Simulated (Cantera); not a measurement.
An isothermal, constant-pressure homogeneous reactor starts with CH₄ : N₂ = 1 : 9.6 (molar parts), at 1773 K and 1.00 bar. Integrator tolerance rtol = 1e-08.

Model: GRI-Mech 3.0 (53 species, 325 reactions), integrated in Cantera. GRI-Mech 3.0 stops at C3 and has no aromatics, soot or wall deposition, so with more carbon than oxygen in the feed, carbon stays in small species such as C2H2 where larger ones or solid carbon would form.

| quantity | before | after |
|---|---|---|
| x(CH₄) at 4.00 s | 0.000670 (gas-phase equilibrium 0.000366) | 0.0943 (gas-phase equilibrium 0.0606) |
| x(C₂H₆) at 4.00 s | 2.94e-8 (gas-phase equilibrium 8.74e-9) | 6.89e-6 (gas-phase equilibrium 4.72e-5) |
| x(C₂H₄) at 4.00 s | 0.000153 (gas-phase equilibrium 4.54e-5) | 6.11e-7 (gas-phase equilibrium 0.00378) |
| x(H₂) at 4.00 s | 0.128 (gas-phase equilibrium 0.129) | 8.25e-6 (gas-phase equilibrium 0.0429) |
| x(C₂H₂) at 4.00 s | 0.0426 (gas-phase equilibrium 0.0126) | 7.55e-9 (gas-phase equilibrium 0.00313) |
| x(CH₃) at 4.00 s | 1.08e-5 (gas-phase equilibrium 5.90e-6) | 2.26e-7 (gas-phase equilibrium 3.94e-7) |

Task: Which change was made?
(A) temperature 1773 to 1148 K
(B) temperature 1773 to 2023 K
(C) CH4 1 to 0.26 parts
(D) N2 9.6 to 46 parts

Result: A, temperature 1773 to 1148 K
